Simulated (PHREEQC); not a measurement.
Synthetic water in mmol/kgw, 90 °C, pH 5.98:

| constituent | mmol/kgw |
|---|---|
| Na | 375 |
| K | 12 |
| Ca | 4.22 |
| Mg | 20.3 |
| Cl | 406 |
| S(6) | 14.8 |
| Alkalinity (meq/kgw) | 0.000948 |
| Li | 0.0466 |
| Sr | 0.346 |
| Br | 0.696 |

Cl is adjusted to close the charge balance.
Valence states are taken as typed.

Computed with PHREEQC (Pitzer model, pitzer.dat).

The ionic strength comes out as 0.476 mol/kgw. What activity coefficients do Sr+2, K+, Mg+2, Li+, SO4-2 get?

Sr+2 0.18, K+ 0.64, Mg+2 0.20, Li+ 0.70, SO4-2 0.096. Single-ion values are on the MacInnes scale.

No solid was allowed to form. Complexes and solids missing from the database can't appear. Constants without temperature data keep their 25 °C values here.
